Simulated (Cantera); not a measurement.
An isothermal, constant-pressure homogeneous reactor starts with 90.1 % NO, 9.91 % N2, at 2000 K and 1.00 bar.

Computed with Cantera and GRI-Mech 3.0 (53 species, 325 reactions).

x: mole fraction; the columns are a selection and need not sum to one.

```csv
t (s),x NO,x O2,x N2,x N2O,x NO2,x O
1.00e-5,0.901,5.29e-8,0.0991,…,2.74e-6,6.80e-6
5.55e-5,0.901,1.22e-6,0.0991,…,3.66e-5,1.84e-5
0.000308,0.900,5.55e-5,0.0992,…,0.000234,5.90e-5
0.00171,0.897,0.00132,0.101,0.000373,0.000410,9.37e-5
0.00949,0.881,0.00935,0.109,0.000362,0.000493,0.000112
0.0527,0.796,0.0514,0.151,…,0.000741,0.000177
0.292,0.478,0.211,0.310,…,0.000831,0.000317
1.62,0.0804,0.410,0.509,…,0.000194,0.000432
9.01,0.0105,0.445,0.544,4.45e-7,2.64e-5,0.000449
50.0,0.00931,0.445,0.545,4.35e-7,2.34e-5,0.000449
```

Problem. Fill in the missing entries.

Solution. 
- 1.00e-5, x N2O: 9.32e-6
- 5.55e-5, x N2O: 4.90e-5
- 0.000308, x N2O: 0.000204
- 0.0527, x N2O: 0.000288
- 0.292, x N2O: 9.79e-5
- 1.62, x N2O: 3.01e-6
